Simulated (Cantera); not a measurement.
Charge: 1 mol PbF2, 0.27 mol HF, 1.4 mol H2.

Equilibrium computed with Cantera from the NASA thermochemical tables; the gas is ideal and each condensed phase is pure. Candidate condensed phases: Pb, PbF2; 16 gas species. Kinetics and transport are ignored.

### Question
What condenses at these points (T in °C, P in Pa): (802, 0.72); (902, 1900); (702, 1900); (552, 100000); (802, 270); (602, 270)?

### Answer
```json
[
 {"T (°C)": "802", "P in Pa": "0.72", "condensed phases": "gas only", "Pb condensed (%)": "0.0"},
 {"T (°C)": "902", "P in Pa": "1900", "condensed phases": "Pb", "Pb condensed (%)": "93.7"},
 {"T (°C)": "702", "P in Pa": "1900", "condensed phases": "Pb", "Pb condensed (%)": "99.9"},
 {"T (°C)": "552", "P in Pa": "100000", "condensed phases": "Pb + PbF2", "Pb condensed (%)": "100.0"},
 {"T (°C)": "802", "P in Pa": "270", "condensed phases": "Pb", "Pb condensed (%)": "92.2"},
 {"T (°C)": "602", "P in Pa": "270", "condensed phases": "Pb", "Pb condensed (%)": "99.9"}
]
```
